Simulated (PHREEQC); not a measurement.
Solution (20 °C): 0.1 mol H3PO4 and 0.00042 mol Na2CO3 per kg of water. Closed to the air; pH follows from the charge balance.

The numbers come from PHREEQC with the ion-association model, phreeqc.dat.

| quantity | before | after |
|---|---|---|
| pH | 1.64 | 10.42 |
| ionic strength (mol/kgw) | 0.0269 | 0.00107 |
| HCO3- (mol/kgw) | 8.86e-9 | 0.000187 |

**Question.** Which change was made?
A. temperature from 20 to 15 °C
B. H3PO4 left out
C. diluted 100-fold with water
D. temperature from 20 to 5 °C
E. H3PO4 from 0.1 to 0.01 mol/kgw

**Answer.** B, H3PO4 left out

This is a speciation only: nothing precipitates in the calculation.
